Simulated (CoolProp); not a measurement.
Vapour-liquid equilibrium of isobutene (1) + n-butane (2) at 0.995 MPa; x and y are mole fractions of (1).

Values from CoolProp's multi-fluid Helmholtz-energy mixture model, Lemmon 2005 and Bücker 2006; pair parameters Bell 2016.

```
x      bubble temperature (K)  y at the bubble point  dew temperature at overall composition x (K)  liquid density (mol/L)
-----  ----------------------  ---------------------  --------------------------------------------  ----------------------
0.05                    351.8                  0.059                                         351.9                   8.664
0.125                   351.0                  0.145                                         351.2                   8.717
0.2                     350.2                  0.228                                         350.4                   8.770
0.275                   349.4                  0.308                                         349.7                   8.822
0.35                    348.7                  0.386                                         349.0                   8.876
0.425                   348.0                  0.462                                         348.4                   8.929
0.5                     347.4                  0.536                                         347.7                   8.983
0.575                   346.8                  0.609                                         347.1                   9.038
0.65                    346.2                  0.680                                         346.4                   9.093
0.725                   345.6                  0.751                                         345.8                   9.148
0.8                     345.0                  0.820                                         345.2                   9.205
0.875                   344.5                  0.888                                         344.6                   9.261
0.95                    344.0                  0.956                                         344.0                   9.319
```

No azeotrope shows between x = 0.05 and 0.95.

The pair parameters rest on a limited set of measurements; away from them the model extrapolates.
